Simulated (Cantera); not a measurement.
An adiabatic, constant-pressure homogeneous reactor starts with CH4 : H2 : O2 : N2 = 1 : 1 : 2.63 : 9.21 (molar parts), equivalence ratio 0.95, at 1573 K and 15.8 atm. Integrator tolerance rtol = 1e-08.

Cantera simulation using GRI-Mech 3.0 (53 species, 325 reactions); the numbers are that mechanism's predictions, not measurements. The pressure lies above the range GRI-Mech 3.0 was tuned for (to about 10 atm). Above 3000 K some thermodynamic fits are extrapolated.

Q: What does this change do: pressure from 15.8 atm to 9.87 atm?

A: 
```json
[
 {"quantity": "time of steepest temperature rise", "before": "9.04 µs", "after": "12.9 µs"},
 {"quantity": "temperature at 2.00 s", "before": "3001 K", "after": "2968 K"},
 {"quantity": "equilibrium temperature", "before": "3001 K", "after": "2968 K"},
 {"quantity": "x(CH4) at 2.00 s", "before": "<1e-12 (gas-phase equilibrium <1e-12)", "after": "<1e-12 (gas-phase equilibrium <1e-12)"},
 {"quantity": "x(H2) at 2.00 s", "before": "0.0157 (gas-phase equilibrium 0.0157)", "after": "0.0169 (gas-phase equilibrium 0.0169)"},
 {"quantity": "x(O2) at 2.00 s", "before": "0.0187 (gas-phase equilibrium 0.0187)", "after": "0.0198 (gas-phase equilibrium 0.0198)"},
 {"quantity": "x(H2O) at 2.00 s", "before": "0.189 (gas-phase equilibrium 0.189)", "after": "0.187 (gas-phase equilibrium 0.187)"},
 {"quantity": "x(H2O2) at 2.00 s", "before": "1.80e-6 (gas-phase equilibrium 1.80e-6)", "after": "1.37e-6 (gas-phase equilibrium 1.37e-6)"}
]
```

Q: What does this change do: pressure from 15.8 atm to 0.987 atm?

A: 
```json
[
 {"quantity": "time of steepest temperature rise", "before": "9.04 µs", "after": "81.6 µs"},
 {"quantity": "temperature at 2.00 s", "before": "3001 K", "after": "2793 K"},
 {"quantity": "equilibrium temperature", "before": "3001 K", "after": "2793 K"},
 {"quantity": "x(CH4) at 2.00 s", "before": "<1e-12 (gas-phase equilibrium <1e-12)", "after": "<1e-12 (gas-phase equilibrium <1e-12)"},
 {"quantity": "x(H2) at 2.00 s", "before": "0.0157 (gas-phase equilibrium 0.0157)", "after": "0.0232 (gas-phase equilibrium 0.0232)"},
 {"quantity": "x(O2) at 2.00 s", "before": "0.0187 (gas-phase equilibrium 0.0187)", "after": "0.0249 (gas-phase equilibrium 0.0249)"},
 {"quantity": "x(H2O) at 2.00 s", "before": "0.189 (gas-phase equilibrium 0.189)", "after": "0.172 (gas-phase equilibrium 0.172)"},
 {"quantity": "x(H2O2) at 2.00 s", "before": "1.80e-6 (gas-phase equilibrium 1.80e-6)", "after": "3.37e-7 (gas-phase equilibrium 3.37e-7)"}
]
```

Q: What does this change do: constant volume in place of constant pressure?

A: 
```json
[
 {"quantity": "time of steepest temperature rise", "before": "9.04 µs", "after": "7.93 µs"},
 {"quantity": "temperature at 2.00 s", "before": "3001 K", "after": "3210 K"},
 {"quantity": "equilibrium temperature", "before": "3001 K", "after": "3210 K"},
 {"quantity": "x(CH4) at 2.00 s", "before": "<1e-12 (gas-phase equilibrium <1e-12)", "after": "<1e-12 (gas-phase equilibrium <1e-12)"},
 {"quantity": "x(H2) at 2.00 s", "before": "0.0157 (gas-phase equilibrium 0.0157)", "after": "0.0195 (gas-phase equilibrium 0.0195)"},
 {"quantity": "x(O2) at 2.00 s", "before": "0.0187 (gas-phase equilibrium 0.0187)", "after": "0.0198 (gas-phase equilibrium 0.0198)"},
 {"quantity": "x(H2O) at 2.00 s", "before": "0.189 (gas-phase equilibrium 0.189)", "after": "0.180 (gas-phase equilibrium 0.180)"},
 {"quantity": "x(H2O2) at 2.00 s", "before": "1.80e-6 (gas-phase equilibrium 1.80e-6)", "after": "3.38e-6 (gas-phase equilibrium 3.38e-6)"}
]
```
